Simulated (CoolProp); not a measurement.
Vapour-liquid equilibrium of R1234yf (1) + R1234ze(E) (2) at 0.0303 MPa; x and y are mole fractions of (1).

Computed with CoolProp (multi-fluid Helmholtz-energy mixture model, Lemmon 2022 and Thol 2016; pair parameters Bell 2022).

| x | bubble temperature (°C) | y at the bubble point | dew temperature at overall composition x (°C) | liquid density (mol/L) |
|---|---|---|---|---|
| 0.05 | -44.3 | 0.088 | -44.0 | 11.91 |
| 0.2 | -46.3 | 0.309 | ? | 11.88 |
| 0.35 | -48.0 | 0.486 | -46.7 | ? |
| 0.5 | ? | 0.634 | -48.1 | 11.81 |
| 0.65 | ? | ? | -49.6 | 11.76 |
| 0.8 | -52.1 | 0.873 | ? | 11.72 |
| 0.95 | -53.3 | 0.971 | -53.1 | 11.67 |

Problem. Some entries are withheld; supply them.

Solution. 
- 0.2, dew temperature at overall composition x (°C): -45.3
- 0.35, liquid density (mol/L): 11.85
- 0.5, bubble temperature (°C): -49.5
- 0.65, bubble temperature (°C): -50.9
- 0.65, y at the bubble point: 0.762
- 0.8, dew temperature at overall composition x (°C): -51.3

No azeotrope shows between x = 0.05 and 0.95.

The pair parameters rest on a limited set of measurements; away from them the model extrapolates.
